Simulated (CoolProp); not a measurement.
Properties of benzene along the isobar 3.81 MPa (Tc = 288.9 °C, pc = 4.906 MPa, ω = 0.211).

Computed with CoolProp (reference Helmholtz-energy equation of state, Thol 2012).

```csv
T (°C),phase,Z,speed of sound (m/s),isothermal compressibility (1/MPa),viscosity (µPa s),conductivity (mW/(m K))
218.65,liquid,0.1143,516.5,0.008289,106,85.7
230.35,liquid,0.1156,463.5,0.01087,[?],82.2
241.95,liquid,0.1178,406.7,0.01519,85.7,78.5
253.65,liquid,0.1214,342.3,0.02393,75.7,74.7
265.25,liquid,0.1281,[?],0.04951,64.7,70.8
276.95,gas,0.5866,[?],0.6156,15.4,46.7
288.55,gas,0.6420,[?],0.4933,15.4,45.5
300.25,gas,0.6829,179.7,0.4350,15.5,45.5
311.85,gas,0.7151,189.7,0.4003,15.7,45.9
323.55,gas,0.7420,198.4,0.3766,15.9,46.5
335.15,gas,0.7646,206.1,0.3594,[?],[?]
346.85,gas,0.7844,213.0,0.3462,16.4,48.2
```

Some entries are withheld; supply them.


- 230.35, viscosity (µPa s): 95.4
- 265.25, speed of sound (m/s): 263.9
- 276.95, speed of sound (m/s): 151.4
- 288.55, speed of sound (m/s): 167.5
- 335.15, viscosity (µPa s): 16.1
- 335.15, conductivity (mW/(m K)): 47.3

Viscosity comes from a separate model (Avgeri 2014). Thermal conductivity comes from a separate model (Assael 2012).
